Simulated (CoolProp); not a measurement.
Vapour pressure (kPa) of isobutene: the reference equation beside estimates from Tc = 418.1 K, pc = 4016 kPa, ω = 0.193.

Computed with CoolProp (reference Helmholtz-energy equation of state, Lemmon 2005). It is a short technical equation, of lower accuracy than the large ones.

```tsv
T (K)	reference	van der Waals	Redlich-Kwong	Peng-Robinson
289.7	234.1	764.1	322.1	233.7
296.8	292.7	864.4	394.9	292.0
303.9	361.7	972.9	478.8	360.8
311	442.3	1090	574.7	441.3
318.1	535.6	1215	683.4	534.6
325.2	642.9	1350	805.8	642.1
332.3	765.2	1494	942.7	764.9
339.4	904.0	1647	1095	904.5
346.5	1061	1809	1263	1062
353.6	1236	1981	1448	1240
360.7	1432	2163	1651	1438
367.8	1651	2355	1871	1659
374.9	1893	2558	2111	1904
382	2160	2770	2370	2175
```

Absolute difference from the reference over all 14 rows, mean and median: van der Waals 102.8 and 88.7 %, Redlich-Kwong 22.7 and 22.2 %, Peng-Robinson 0.3 and 0.2 %.
